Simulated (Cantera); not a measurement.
**Hydrocarbon pyrolysis for carbon deposition**

An isothermal, constant-pressure homogeneous reactor starts with C2H6 : N2 = 1 : 71 (molar parts), at 1425 K and 0.263 Torr.

Detailed kinetics in Cantera: GRI-Mech 3.0 (53 species, 325 reactions). GRI-Mech 3.0 stops at C3 and has no aromatics, soot or wall deposition, so with more carbon than oxygen in the feed, carbon stays in small species such as C2H2 where larger ones or solid carbon would form. Radical loss at walls, strong at low pressure, is not modelled.

| t (s) | x C2H6 | x C2H4 | x HCN | x C2H2 | x CH3 | x H | x H2 |
|---|---|---|---|---|---|---|---|
| 2.00e-5 | 0.0139 | <1e-12 | <1e-12 | <1e-12 | 4.81e-7 | 6.49e-11 | <1e-12 |
| 4.55e-5 | 0.0139 | 1.06e-12 | <1e-12 | <1e-12 | 1.10e-6 | 1.48e-10 | 1.09e-12 |
| 0.000104 | 0.0139 | 6.71e-12 | <1e-12 | <1e-12 | 2.49e-6 | 3.37e-10 | 5.66e-12 |
| 0.000236 | 0.0139 | 4.93e-11 | <1e-12 | <1e-12 | 5.67e-6 | 7.87e-10 | 2.97e-11 |
| 0.000537 | 0.0139 | 4.23e-10 | <1e-12 | <1e-12 | 1.29e-5 | 2.03e-9 | 1.64e-10 |
| 0.00122 | 0.0139 | 4.05e-9 | <1e-12 | <1e-12 | 2.93e-5 | 7.24e-9 | 1.12e-9 |
| 0.00278 | 0.0139 | 4.12e-8 | <1e-12 | <1e-12 | 6.66e-5 | 4.23e-8 | 1.20e-8 |
| 0.00632 | 0.0138 | 4.27e-7 | <1e-12 | 9.98e-12 | 0.000151 | 3.09e-7 | 1.85e-7 |
| 0.0144 | 0.0137 | 4.63e-6 | <1e-12 | 3.60e-10 | 0.000338 | 2.19e-6 | 3.02e-6 |
| 0.0328 | 0.0134 | 5.48e-5 | 3.26e-10 | 2.81e-8 | 0.000740 | 1.42e-5 | 4.57e-5 |
| 0.0746 | 0.0124 | 0.000561 | 3.31e-8 | 3.13e-6 | 0.00155 | 5.97e-5 | 0.000517 |
| 0.170 | 0.00883 | 0.00301 | 3.16e-7 | 0.000115 | 0.00291 | 0.000140 | 0.00295 |
| 0.386 | 0.00220 | 0.00715 | 1.34e-6 | 0.00167 | 0.00301 | 0.000294 | 0.00934 |
| 0.879 | 4.46e-5 | 0.00493 | 3.12e-6 | 0.00662 | 0.000903 | 0.000255 | 0.0165 |
| 2.00 | 1.80e-6 | 0.00221 | 3.73e-6 | 0.00974 | 0.000331 | 0.000123 | 0.0202 |
x: mole fraction; the columns are a selection and need not sum to one.

Equilibrium at this temperature and pressure: C2H6 <1e-12, C2H4 1.43e-8, HCN 0.0222, C2H2 0.00243, CH3 6.81e-9, H 6.03e-5, H2 0.0270 (gas phase only).
